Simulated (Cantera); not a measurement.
SiCl4 + N2 + H2 (silicon nitride deposition)

Feed: 1 mol SiCl4, a varied amount of N2, 21 mol H2, equilibrated at 1677 °C and 1.00 bar.

Cantera equilibrium calculation (NASA polynomials, part measured and part estimated; ideal gas, pure solids and liquids). Candidate condensed phases: NH4Cl, Si, Si3N4; 28 gas species. The tables' values for SiCl3, SiCl are old estimates; treat these amounts as uncertain. Gases not in the tables: Si2H6 and higher silanes. Rates play no part.

At 2.1 mol N2 the condensed part is Si(l). From 2.8 mol N2 to 9.6 mol N2 the condensed part is Si3N4(s). The main Si-bearing gas is SiCl2 throughout. The share of Si in condensed phases is highest at 9.6 mol N2 (48.1 %) and lowest at 2.1 mol N2 (21.8 %).

```json
[
 {"n(N2) (mol)": "2.1", "x H2": "0.788", "x N2": "0.0837", "x HCl": "0.0962", "x SiCl2": "0.0299", "n Si(l)": "0.218", "n Si3N4(s)": "0"},
 {"n(N2) (mol)": "2.8", "x H2": "0.770", "x N2": "0.102", "x HCl": "0.0977", "x SiCl2": "0.0276", "n Si(l)": "0", "n Si3N4(s)": "0.0874"},
 {"n(N2) (mol)": "3.6", "x H2": "0.746", "x N2": "0.129", "x HCl": "0.0987", "x SiCl2": "0.0250", "n Si(l)": "0", "n Si3N4(s)": "0.104"},
 {"n(N2) (mol)": "4.3", "x H2": "0.726", "x N2": "0.150", "x HCl": "0.0987", "x SiCl2": "0.0231", "n Si(l)": "0", "n Si3N4(s)": "0.115"},
 {"n(N2) (mol)": "5.1", "x H2": "0.704", "x N2": "0.174", "x HCl": "0.0982", "x SiCl2": "0.0214", "n Si(l)": "0", "n Si3N4(s)": "0.126"},
 {"n(N2) (mol)": "5.9", "x H2": "0.684", "x N2": "0.197", "x HCl": "0.0973", "x SiCl2": "0.0199", "n Si(l)": "0", "n Si3N4(s)": "0.134"},
 {"n(N2) (mol)": "6.6", "x H2": "0.667", "x N2": "0.215", "x HCl": "0.0964", "x SiCl2": "0.0189", "n Si(l)": "0", "n Si3N4(s)": "0.141"},
 {"n(N2) (mol)": "7.4", "x H2": "0.649", "x N2": "0.236", "x HCl": "0.0951", "x SiCl2": "0.0178", "n Si(l)": "0", "n Si3N4(s)": "0.147"},
 {"n(N2) (mol)": "8.1", "x H2": "0.634", "x N2": "0.253", "x HCl": "0.0939", "x SiCl2": "0.0169", "n Si(l)": "0", "n Si3N4(s)": "0.152"},
 {"n(N2) (mol)": "8.9", "x H2": "0.618", "x N2": "0.272", "x HCl": "0.0925", "x SiCl2": "0.0161", "n Si(l)": "0", "n Si3N4(s)": "0.157"},
 {"n(N2) (mol)": "9.6", "x H2": "0.604", "x N2": "0.287", "x HCl": "0.0912", "x SiCl2": "0.0154", "n Si(l)": "0", "n Si3N4(s)": "0.160"}
]
```
x: gas mole fraction; n: condensed amount in mol.
